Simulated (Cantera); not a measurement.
A closed system holds: 1 mol Si₃N₄, 0.018 mol CO₂, a varied amount of H₂, at 1700 K and 1.33 mbar.

These are equilibrium values from Cantera (NASA tables, ideal gas, pure condensed phases), not measurements of a reactor. Candidate condensed phases: C, C₆H₆, C₇H₈, C₈H₁₈, H₂O, Si, SiC, SiO₂, Si₂N₂O, Si₃N₄; 151 gas species. Mutual solubility and eutectic melting of coexisting phases are not modelled. Gases not in the tables: Si₂H₆ and higher silanes. Kinetics and transport are ignored.

Question: What share of the Si ends up in condensed phases as a function of n(H₂) (mol), at 4.7, 8.3, 15, 26, 47, 83, 150, 260?

Answer: 
```
n(H₂) (mol)  Si condensed (%)              as
-----------  ----------------  --------------
4.7                      98.7  Si(l) + SiC(s)
8.3                      98.7  Si(l) + SiC(s)
15                       98.5  Si(l) + SiC(s)
26                       98.3  Si(l) + SiC(s)
47                       97.9  Si(l) + SiC(s)
83                       97.2  Si(l) + SiC(s)
150                      96.0  Si(l) + SiC(s)
260                      93.9  Si(l) + SiC(s)
```
